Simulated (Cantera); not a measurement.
**Thermodynamics of iron carbonyl, mercury and lead vapours, feed PbO + CO + H2**

Input: 1 mol PbO, 9.4 mol CO, 0.37 mol H2, equilibrated at 120000 Pa.

These are equilibrium values from Cantera (NASA tables, ideal gas, pure condensed phases), not measurements of a reactor. Candidate condensed phases: C, C6H6, C7H8, C8H18, H2O, Pb, PbO, PbO2, Pb3O4; 113 gas species. Rates play no part.

From 998 K to 1048 K the condensed part is C(graphite) + Pb(l). From 1098 K to 1598 K the condensed part is Pb(l). The main Pb-bearing gas is Pb throughout.

```csv
T (K),log p CO,log p CO2,log p Pb,log p H2,log p H2O,n C(graphite),n Pb(l)
998,-0.11,-0.44,-4.81,-1.39,-1.88,1.57,1.000
1048,-0.02,-0.70,-4.35,-1.39,-2.14,0.590,1.000
1098,0.02,-0.93,-3.93,-1.39,-2.33,0,0.999
1148,0.02,-0.93,-3.55,-1.40,-2.27,0,0.998
1198,0.02,-0.93,-3.20,-1.40,-2.22,0,0.995
1248,0.02,-0.94,-2.89,-1.41,-2.17,0,0.989
1298,0.02,-0.94,-2.59,-1.42,-2.13,0,0.979
1348,0.02,-0.94,-2.32,-1.43,-2.09,0,0.961
1398,0.01,-0.95,-2.07,-1.44,-2.06,0,0.930
1448,0.01,-0.95,-1.84,-1.45,-2.04,0,0.880
1498,0.01,-0.96,-1.62,-1.46,-2.01,0,0.800
1548,0.00,-0.96,-1.42,-1.47,-1.99,0,0.676
1598,0.00,-0.97,-1.23,-1.49,-1.98,0,0.489
```
log p: log10 of the partial pressure in bar; n: condensed amount in mol.
